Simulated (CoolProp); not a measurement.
Propane along the isotherm 223.1 K: fugacity coefficient from the reference equation and from simpler models built on Tc = 369.9 K, pc = 4.251 MPa, ω = 0.152; each cubic takes its own stable root.

Model: reference Helmholtz-energy equation of state, Lemmon 2009, in CoolProp.

```tsv
p (MPa)	phase	reference	van der Waals	Redlich-Kwong	Soave-Redlich-Kwong	Peng-Robinson
0.759	liquid	0.09270	0.4698	0.1210	0.09199	0.09345
1.52	liquid	0.04773	0.2461	0.06242	0.04744	0.04802
2.28	liquid	0.03280	0.1721	0.04299	0.03266	0.03294
3.04	liquid	0.02536	0.1354	0.03331	0.02529	0.02542
3.8	liquid	0.02092	0.1136	0.02753	0.02089	0.02092
4.55	liquid	0.01800	0.09936	0.02374	0.01801	0.01797
5.31	liquid	0.01590	0.08924	0.02101	0.01593	0.01584
6.07	liquid	0.01434	0.08181	0.01898	0.01439	0.01425
6.83	liquid	0.01314	0.07618	0.01742	0.01320	0.01303
7.59	liquid	0.01218	0.07182	0.01619	0.01226	0.01206
8.35	liquid	0.01141	0.06839	0.01519	0.01151	0.01127
9.11	liquid	0.01078	0.06565	0.01438	0.01089	0.01063
9.87	liquid	0.01026	0.06346	0.01370	0.01037	0.01009
10.6	liquid	0.009831	0.06176	0.01316	0.009953	0.009652
```
